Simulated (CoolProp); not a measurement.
Properties of n-butane along the isotherm 575 K.

The numbers come from the reference Helmholtz-energy equation of state, Bücker 2006 in CoolProp.

| p (MPa) | phase | cv (kJ/(kg K)) | conductivity (mW/(m K)) |
|---|---|---|---|
| 1.2 | gas | 2.697 | 57.6 |
| 2.4 | gas | 2.709 | 59.1 |
| 3.6 | gas | 2.720 | 60.5 |
| 4.8 | supercritical | 2.732 | 61.8 |
| 6 | supercritical | 2.742 | 63.1 |
| 7.2 | supercritical | 2.752 | 64.5 |
| 8.4 | supercritical | 2.759 | 65.8 |
| 9.6 | supercritical | 2.765 | 67.3 |
| 10.8 | supercritical | 2.768 | 68.7 |
| 12 | supercritical | 2.769 | 70.2 |

Thermal conductivity comes from a separate model (Perkins 2002).
